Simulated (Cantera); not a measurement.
What does this Cantera script print?

```python
import numpy as np
import cantera as ct

gas = ct.Solution("gri30.yaml")


def delay(T, t_max=10):
    gas.TPX = T, 72000, {'CO': 1, 'H2': 0.1, 'CH4': 0.26, 'O2': 0.764, 'N2': 2.87}
    reactor = ct.IdealGasConstPressureReactor(gas, clone=False)
    net = ct.ReactorNet([reactor])
    net.rtol, net.atol = 1e-8, 1e-16
    while net.time < t_max:
        t_old, T_old = net.time, reactor.T
        net.step()
        if reactor.T > T + 400:  # ignition: a rise of 400 K
            return t_old + (T + 400 - T_old) / (reactor.T - T_old) * (net.time - t_old)
    return np.nan


taus = []
for T in [873, 948, 1023, 1098, 1173, 1248, 1323, 1398]:
    taus.append(delay(T))
    print(f"T0 = {T:6g} K   tau = {taus[-1]:.4e} s")
```

Result:

```
T0 =    873 K   tau = 1.5500e-01 s
T0 =    948 K   tau = 3.8265e-02 s
T0 =   1023 K   tau = 1.8600e-02 s
T0 =   1098 K   tau = 9.3537e-03 s
T0 =   1173 K   tau = 4.6321e-03 s
T0 =   1248 K   tau = 2.3424e-03 s
T0 =   1323 K   tau = 1.2447e-03 s
T0 =   1398 K   tau = 7.0681e-04 s
```

Cantera simulation using GRI-Mech 3.0 (53 species, 325 reactions); the numbers are that mechanism's predictions, not measurements. Below about 1000 K GRI-Mech 3.0 lacks low-temperature oxidation paths. Below about 950 K walls govern HO2 and H2O2 in real vessels.
